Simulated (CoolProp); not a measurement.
Saturation properties of ethylene.

Model: reference Helmholtz-energy equation of state, Smukala 2000, in CoolProp.

```csv
T (°C),p (MPa),vapour density (kg/m³),enthalpy of vaporisation (kJ/kg),surface tension (mN/m)
-50.05,1.060,19.35,383.7,7.68
-45.35,1.232,22.54,372.0,6.97
-40.65,1.424,26.18,359.6,6.27
-35.95,1.636,30.32,346.3,5.59
-31.25,1.870,35.06,331.9,4.91
-26.45,2.134,40.63,316.1,4.24
-21.75,2.416,46.96,299.1,3.59
-17.05,2.726,54.36,280.3,2.96
```

It boils at -103.8 °C under 1 atm.

Surface tension comes from a separate correlation (Mulero 2012).
